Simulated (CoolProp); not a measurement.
Isobutene along the isobar 3400 kPa: density (kg/m³) from the reference equation and from simpler models built on Tc = 144.9 °C, pc = 4016 kPa, ω = 0.193; each cubic takes its own stable root.

Computed with CoolProp (reference Helmholtz-energy equation of state, Lemmon 2005). It is a short technical equation, of lower accuracy than the large ones.

```tsv
T (°C)	phase	reference
143.55	gas	95.91
159.65	gas	79.90
175.75	gas	70.95
191.85	gas	64.73
207.95	gas	59.98
224.05	gas	56.17
240.05	gas	53.01
256.15	gas	50.29
```

Task: How far does each simpler model (ideal gas, van der Waals, Redlich-Kwong, Soave-Redlich-Kwong, Peng-Robinson) lie from the reference over these 8 states: mean and median of the absolute difference, and the worst?

Result: 
- ideal gas: mean 24.5 %, median 22.1 %, worst -42.6 % at 143.55 °C and 3400 kPa
- van der Waals: mean 2.6 %, median 1.6 %, worst -9.5 % at 143.55 °C and 3400 kPa
- Redlich-Kwong: mean 1.1 %, median 1.0 %, worst -3.6 % at 143.55 °C and 3400 kPa
- Soave-Redlich-Kwong: mean 1.8 %, median 1.4 %, worst -3.4 % at 143.55 °C and 3400 kPa
- Peng-Robinson: mean 1.6 %, median 1.6 %, worst +1.9 % at 175.75 °C and 3400 kPa
